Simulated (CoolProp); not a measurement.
Vapour-liquid equilibrium of CH2F2 (R32) (1) + R236EA (2) at 311.8 K; x and y are mole fractions of (1).

Computed with CoolProp (multi-fluid Helmholtz-energy mixture model, Tillner-Roth 1997 and Rui 2013; pair parameters Bell 2016).

```json
[
 {"x": "0.05", "bubble pressure, mixture model (bar)": "…", "bubble pressure, Raoult's law (bar)": "4.272", "y, mixture model": "…", "y, Raoult's law": "0.281"},
 {"x": "0.2", "bubble pressure, mixture model (bar)": "6.349", "bubble pressure, Raoult's law (bar)": "7.383", "y, mixture model": "0.550", "y, Raoult's law": "0.649"},
 {"x": "0.35", "bubble pressure, mixture model (bar)": "…", "bubble pressure, Raoult's law (bar)": "10.49", "y, mixture model": "0.721", "y, Raoult's law": "0.800"},
 {"x": "0.5", "bubble pressure, mixture model (bar)": "…", "bubble pressure, Raoult's law (bar)": "13.61", "y, mixture model": "0.824", "y, Raoult's law": "0.881"},
 {"x": "0.65", "bubble pressure, mixture model (bar)": "…", "bubble pressure, Raoult's law (bar)": "16.72", "y, mixture model": "…", "y, Raoult's law": "0.932"},
 {"x": "0.8", "bubble pressure, mixture model (bar)": "18.62", "bubble pressure, Raoult's law (bar)": "19.83", "y, mixture model": "0.946", "y, Raoult's law": "0.967"},
 {"x": "0.95", "bubble pressure, mixture model (bar)": "…", "bubble pressure, Raoult's law (bar)": "22.94", "y, mixture model": "…", "y, Raoult's law": "0.993"}
]
```

**Question.** What belongs in the gaps?

**Answer.** 
- 0.05, bubble pressure, mixture model (bar): 3.969
- 0.05, y, mixture model: 0.206
- 0.35, bubble pressure, mixture model (bar): 8.988
- 0.5, bubble pressure, mixture model (bar): 11.89
- 0.65, bubble pressure, mixture model (bar): 15.08
- 0.65, y, mixture model: 0.894
- 0.95, bubble pressure, mixture model (bar): 22.56
- 0.95, y, mixture model: 0.988

The largest gap from Raoult's law is -14.3 % in bubble pressure, at x = 0.35. No azeotrope shows between x = 0.05 and 0.95.

The pair parameters rest on a limited set of measurements; away from them the model extrapolates.
